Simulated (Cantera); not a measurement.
An isothermal, constant-pressure homogeneous reactor starts with H₂ : O₂ : N₂ : H₂O = 0.83 : 1 : 3.6 : 0.015 (molar parts), equivalence ratio 0.41, at 1025 K and 100000 Pa.

Computed with Cantera and GRI-Mech 3.0 (53 species, 325 reactions). The temperature is held fixed by assumption; the heat of reaction is taken as removed at once.

x: mole fraction; the columns are a selection and need not sum to one.

```
t (s)         x H₂   x O₂       x O    x H₂O      x OH       x H      x NO
--------  --------  -----  --------  -------  --------  --------  --------
5.00e-6      0.152  0.184  3.08e-11  0.00275  1.29e-11  1.79e-10    <1e-12
1.55e-5      0.152  0.184  1.90e-10  0.00275  7.04e-11  8.18e-10    <1e-12
4.82e-5      0.152  0.184   3.56e-9  0.00275   1.29e-9   1.43e-8    <1e-12
0.000150     0.152  0.184   1.15e-5  0.00291   5.60e-6   4.74e-5  1.42e-12
0.000464    0.0266  0.128   3.24e-5    0.139   3.19e-5   3.74e-5   2.38e-7
0.00144     0.0248  0.127   1.87e-6    0.141   1.61e-6   2.01e-6   1.34e-7
0.00447     0.0221  0.126   2.56e-6    0.144   2.51e-6   2.66e-6   1.46e-7
0.0139      0.0144  0.123   2.23e-6    0.152   2.50e-6   1.75e-6   1.31e-7
0.0431           …  0.118         …    0.163         …         …         …
0.134     0.000815  0.117   2.21e-7    0.167   7.76e-7   3.48e-8   3.74e-8
0.415     0.000126  0.116   1.54e-8    0.168   2.28e-7   1.62e-9   1.35e-8
1.29       2.21e-5  0.116   1.12e-9    0.168   7.77e-8  1.06e-10   9.05e-9
4.00       2.31e-6  0.116  8.15e-11    0.168   4.17e-8  7.25e-12   1.97e-8
```

### Question
What belongs in the gaps?

### Answer

- 0.0431, x H₂: 0.00497
- 0.0431, x O: 1.18e-6
- 0.0431, x OH: 1.76e-6
- 0.0431, x H: 4.60e-7
- 0.0431, x NO: 8.86e-8
